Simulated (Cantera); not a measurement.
An adiabatic, constant-volume homogeneous reactor starts with CH3OH : O2 : N2 = 1 : 2.5 : 11.2 (molar parts), equivalence ratio 0.60, at 973 K and 1400000 Pa. Integrator tolerance rtol = 1e-08.

Detailed kinetics in Cantera: GRI-Mech 3.0 (53 species, 325 reactions). GRI-Mech 3.0 was tuned for natural gas; its chemistry of methanol as a main component is partial and can be far from experiment. The pressure lies above the range GRI-Mech 3.0 was tuned for (to about 10 atm). Below about 1000 K GRI-Mech 3.0 lacks low-temperature oxidation paths.

**Question.** What does this change do: CH3OH 1 to 1.8 parts?

**Answer.** 
```csv
quantity,before,after
time of steepest temperature rise,0.156 s,0.136 s
temperature at 0.200 s,2387 K,2829 K
equilibrium temperature,2387 K,2829 K
x(CH3OH) at 0.200 s,<1e-12 (gas-phase equilibrium <1e-12),<1e-12 (gas-phase equilibrium <1e-12)
x(O2) at 0.200 s,0.0604 (gas-phase equilibrium 0.0604),0.00436 (gas-phase equilibrium 0.00436)
x(CH2O) at 0.200 s,3.72e-12 (gas-phase equilibrium 3.72e-12),5.94e-9 (gas-phase equilibrium 5.94e-9)
x(CH3) at 0.200 s,<1e-12 (gas-phase equilibrium <1e-12),<1e-12 (gas-phase equilibrium <1e-12)
x(HCN) at 0.200 s,2.23e-12 (gas-phase equilibrium 2.23e-12),1.31e-8 (gas-phase equilibrium 1.31e-8)
x(H2O) at 0.200 s,0.129 (gas-phase equilibrium 0.129),0.199 (gas-phase equilibrium 0.199)
x(C2H) at 0.200 s,<1e-12 (gas-phase equilibrium <1e-12),<1e-12 (gas-phase equilibrium <1e-12)
```
